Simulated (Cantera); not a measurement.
An adiabatic, constant-pressure homogeneous reactor starts with 10.2 % CH4, 0.427 % CO, 15.7 % O2, 59.4 % N2, 14.2 % H2O, equivalence ratio 1.3, at 1500 K and 1.00 bar.

Computed with Cantera and GRI-Mech 3.0 (53 species, 325 reactions).

One state of this run: T (K) = 2609; x CH4 = <1e-12; x CO = 0.0536; x O2 = 0.00305; x H = 0.00878; x H2 = 0.0480; x N2O = 1.31e-7; x NO = 0.00279. x: mole fraction; the columns are a selection and need not sum to one.

Q: Which value of t (s) does it belong to?
(A) 0.00200
(B) 0.0200
(C) 6.32e-6
(D) 6.32e-5

A: B, 0.0200
